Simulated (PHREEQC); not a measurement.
1 kg of water holding 0.17 mol Na2SO4 meets 20 L of dry gas (H2S 1 by moles) at fixed total pressure, at 50 °C; fugacities by Peng-Robinson. The gases take part in no redox reaction, some water evaporates into the gas, and hydrates or a liquid gas phase aren't modelled. Precipitation was switched off in this run.

Model: ion-association model, phreeqc.dat, run in PHREEQC.

```json
[
 {"P (atm)": "1", "dissolved H2S (mol/kgw)": "0.0439", "φ of H2S": "0.994", "pH": "4.37"},
 {"P (atm)": "2", "dissolved H2S (mol/kgw)": "0.0929", "φ of H2S": "0.987", "pH": "4.21"},
 {"P (atm)": "3", "dissolved H2S (mol/kgw)": "0.141", "φ of H2S": "0.981", "pH": "4.12"},
 {"P (atm)": "5", "dissolved H2S (mol/kgw)": "0.235", "φ of H2S": "0.968", "pH": "4.01"},
 {"P (atm)": "7.5", "dissolved H2S (mol/kgw)": "0.348", "φ of H2S": "0.952", "pH": "3.92"},
 {"P (atm)": "10", "dissolved H2S (mol/kgw)": "0.457", "φ of H2S": "0.937", "pH": "3.86"},
 {"P (atm)": "15", "dissolved H2S (mol/kgw)": "0.660", "φ of H2S": "0.905", "pH": "3.78"}
]
```

Complexes and solids missing from the database can't appear. Constants without temperature data keep their 25 °C values here.
